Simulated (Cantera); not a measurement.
## Catalytic stagnation flow on Pt

A jet of H₂ : O₂ : N₂ = 0.014 : 0.086 : 0.79 (molar parts) at 300 K and 90.0 Torr hits a platinum plate 5.4 cm away at a mass flux of 0.17 kg/m²/s; the plate temperature is set and raised in steps from an oxygen-covered start.

Cantera simulation using Deutschmann's 1995 Pt surface mechanism with GRI-Mech 3.0 gas chemistry; the numbers are that mechanism's predictions, not measurements. Catalytic surfaces can have several steady states; this one follows from the mechanism file's or the stated starting coverage.

| plate T (K) | wall x H₂ | wall x O₂ | wall x H₂O | wall x OH | θ free Pt | θ O* | θ OH* |
|---|---|---|---|---|---|---|---|
| 600 | 0.00219 | 0.0820 | 0.0265 | <1e-8 | 0.0440 | 0.951 | 0.00505 |
| 650 | 0.00217 | 0.0820 | 0.0264 | <1e-8 | 0.0464 | 0.950 | 0.00339 |
| 700 | 0.00205 | 0.0819 | 0.0265 | <1e-8 | 0.0516 | 0.946 | 0.00247 |
| 750 | 0.00169 | 0.0816 | 0.0270 | <1e-8 | 0.0666 | 0.931 | 0.00204 |
| 800 | 0.00123 | 0.0811 | 0.0278 | <1e-8 | 0.0984 | 0.900 | 0.00185 |
| 850 | 0.000875 | 0.0808 | 0.0283 | 1.01e-8 | 0.145 | 0.853 | 0.00172 |
| 900 | 0.000656 | 0.0806 | 0.0286 | 3.15e-8 | 0.202 | 0.796 | 0.00157 |
x: mole fraction at the wall; θ: surface coverage.
